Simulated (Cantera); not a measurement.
Cantera run:

```python
import numpy as np
import cantera as ct

gas_names = """
    CL CL2 H HCL H2 Si SiCL SiCL2 SiCL3 SiCL4 SiH SiHCL3 SiH2 SiH2CL2 SiH3 SiH3CL SiH4 Si2 Si3
""".split()
cond_names = """
    Si(cr) Si(L)
""".split()


# ... load() reads the species with a 1 bar reference pressure and builds the phases ...
atoms = {
    'Si2Cl6': {'Si': 2, 'CL': 6},
    'Cl2': {'CL': 2},
    'H2': {'H': 2},
}
top_T = {}  # K; cautious upper limits of use, not melting points


# ... equilibrate(T, P, feed) seeds the gas with the atoms and calls Mixture.equilibrate('TP', solver="vcs", rtol=1e-11, max_steps=5000) ...
results = []
feed = {'Si2Cl6': 1, 'Cl2': 0.27, 'H2': 170}  # mol
P = 17000  # Pa
for T in [1198, 1248, 1298, 1348, 1398, 1448, 1498, 1548, 1598, 1648]:
    mix = equilibrate(T, P, feed)
    results.append((T, P, feed, dict(zip(mix.species_names, mix.species_moles))))

top = {s: max(r[3][s] / sum(r[3][g] for g in gas_names) for r in results) for s in gas_names}
cols = sorted((s for s in top if top[s] > 1e-06), key=lambda s: -top[s])[:5]
seen = [c for c in cond_names if any(r[3].get(c, 0) > 1e-12 for r in results)]
print("log10 of partial pressures in bar; condensed amounts in mol")
print(f"{'T/K':>10s}" + "".join(f"{s[:9]:>10s}" for s in cols + seen))
for T, P, feed, n in results:
    ng = sum(n[g] for g in gas_names)
    print(f"{T:10.4g}" + "".join(f"{np.log10(max(n[s] / ng * P / 1e5, 1e-99)):10.3f}" for s in cols)
          + "".join(f"{n.get(c, 0):10.4g}" for c in seen))
```

It prints:

```
log10 of partial pressures in bar; condensed amounts in mol
       T/K        H2       HCL     SiCL2    SiHCL3     SiCL4    Si(cr)
      1198    -0.782    -2.377    -3.599    -3.673    -3.697     1.216
      1248    -0.783    -2.327    -3.472    -3.895    -3.986     1.329
      1298    -0.784    -2.300    -3.391    -4.155    -4.325     1.393
      1348    -0.784    -2.287    -3.341    -4.431    -4.687     1.422
      1398    -0.785    -2.281    -3.309    -4.707    -5.050     1.431
      1448    -0.785    -2.280    -3.286    -4.974    -5.401     1.428
      1498    -0.785    -2.280    -3.268    -5.228    -5.735     1.421
      1548    -0.785    -2.280    -3.254    -5.467    -6.050     1.411
      1598    -0.785    -2.282    -3.242    -5.693    -6.347       1.4
      1648    -0.785    -2.283    -3.231    -5.906    -6.627     1.388
```

These are equilibrium values from Cantera (NASA tables, ideal gas, pure condensed phases), not measurements of a reactor. The feed counts by its element totals alone. The tables' values for SiCl3 are old estimates; treat these amounts as uncertain.
